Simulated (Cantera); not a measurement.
Cantera run:

```python
import numpy as np
import cantera as ct

gas_names = """
    H HNO HNO2 HNO3 HO2 H2 H2O H2O2 N NH NH2 NH3 NH2OH NO NO2 NO3 N2 N2H2 N2H4 N2O O OH O2 O3 Si SiH
    SiH2 SiH3 SiH4 SiN SiO SiO2 Si2 Si2N Si3
""".split()
cond_names = """
    H2O(s) H2O(L) Si(cr) Si(L) SiO2(Lqz) SiO2(hqz) SiO2(L) Si2N2O(s) Si3N4(a)
""".split()


# ... load() reads the species with a 1 bar reference pressure and builds the phases ...
atoms = {
    'Si3N4': {'Si': 3, 'N': 4},
    'H2': {'H': 2},
    'N2': {'N': 2},
    'O2': {'O': 2},
}
top_T = {'Si2N2O(s)': 2100, 'Si3N4(a)': 2400}  # K; cautious upper limits of use, not melting points


# ... equilibrate(T, P, feed) seeds the gas with the atoms and calls Mixture.equilibrate('TP', solver="vcs", rtol=1e-11, max_steps=5000) ...
results = []
feed = {'Si3N4': 1, 'H2': 2.5, 'N2': 34, 'O2': 1.7}  # mol
T = 1850  # K
P = 42000  # Pa
mix = equilibrate(T, P, feed)
results.append((T, P, feed, dict(zip(mix.species_names, mix.species_moles))))
print(gas.report(threshold=1e-06))
for i in range(1, mix.n_phases):
    print(f"{mix.phase(i).name:16s} {mix.phase_moles(i):12.5e} mol")
```

It prints:

```
       temperature   1850 K
          pressure   42000 Pa
           density   0.072459 kg/m^3
  mean mol. weight   26.537 kg/kmol
   phase of matter   gas

                          1 kg             1 kmol
                     ---------------   ---------------
          enthalpy        1.8553e+06        4.9234e+07  J
   internal energy        1.2757e+06        3.3852e+07  J
           entropy            9619.4        2.5527e+05  J/K
    Gibbs function       -1.5941e+07       -4.2301e+08  J
 heat capacity c_p            1341.3             35593  J/K
 heat capacity c_v            1027.9             27278  J/K

                      mass frac. Y      mole frac. X     chem. pot. / RT
                     ---------------   ---------------   ---------------
                 H        8.0526e-06          0.000212           -11.418
                H2         0.0049412          0.065041           -22.835
               H2O        4.3426e-05        6.3968e-05            -53.38
                N2           0.97225           0.92098           -27.631
               SiO          0.022759            0.0137           -41.066
     [  +30 minor]        3.8238e-07         3.824e-07

Si(L)             0.00000e+00 mol
SiO2(L)           1.08996e+00 mol
Si2N2O(s)         6.92411e-01 mol
Si3N4(a)          0.00000e+00 mol
```

Method: chemical equilibrium by Gibbs-energy minimisation in Cantera with the NASA 1993 tables (ideal gas, pure condensed phases). Mutual solubility and eutectic melting of coexisting phases are not modelled. The tables hold silica as quartz up to 1696 K and as liquid above; real silica turns to tridymite and cristobalite and melts near 1996 K.
